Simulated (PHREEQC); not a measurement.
Dissolve 0.21 mol FeSO4, 0.0018 mol MgSO4 and 0.0018 mol H2SO4 per kg of water at 20 °C. Closed to the air; pH follows from the charge balance.

All values are PHREEQC results (ion-association model, wateq4f.dat), not measurements.

Each row changes one thing in this solution. Precipitation was switched off in this run.

| case | pH | ionic strength (mol/kgw) | SO4-2 (mol/kgw) | Fe+2 (mol/kgw) | FeSO4 (mol/kgw) | HSO4- (mol/kgw) | SI of Melanterite (FeSO4:7H2O) |
|---|---|---|---|---|---|---|---|
| as made | 3.17 | 0.441 | 0.110 | 0.109 | 0.100 | 0.00207 | -0.91 |
| diluted 100-fold with water | 4.53 | 0.00741 | 0.00186 | 0.00183 | 0.000274 | 3.71e-6 | -3.50 |
| temperature from 20 to 80 °C | 3.58 | 0.321 | 0.0794 | 0.0798 | 0.130 | 0.00265 | -1.75 |
| temperature from 20 to 10 °C | 3.13 | 0.472 | 0.117 | 0.117 | 0.0926 | 0.00198 | -0.72 |
| diluted 10-fold with water | 3.73 | 0.0575 | 0.0143 | 0.0142 | 0.00680 | 0.000129 | -2.10 |
| MgSO4 replaced by KHSO4 at the same molality | 3.00 | 0.441 | 0.109 | 0.109 | 0.0998 | 0.00311 | -0.91 |
| MgSO4 left out | 3.17 | 0.439 | 0.109 | 0.109 | 0.100 | 0.00207 | -0.91 |
| diluted 5-fold with water | 3.53 | 0.105 | 0.0263 | 0.0261 | 0.0159 | 0.000323 | -1.73 |
| temperature from 20 to 65 °C | 3.45 | 0.342 | 0.0848 | 0.0850 | 0.124 | 0.00252 | -1.58 |

At this temperature some constants are extrapolated from 25 °C, and those without enthalpy data are left unchanged.
